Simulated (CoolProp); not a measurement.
The numbers come from the reference Helmholtz-energy equation of state, Penoncello 2003 in CoolProp.

Q: Give the vapour pressure (MPa), liquid density (kg/m³), vapour viscosity (µPa s) of saturated CHF3 (R23) at -117.85, -100.45 °C.

A: 
```tsv
T (°C)	p (MPa)	liquid density (kg/m³)	vapour viscosity (µPa s)
-117.85	0.00722	1580	7.49
-100.45	0.0305	1510	8.46
```

Viscosity comes from a separate model (Shan 2000).
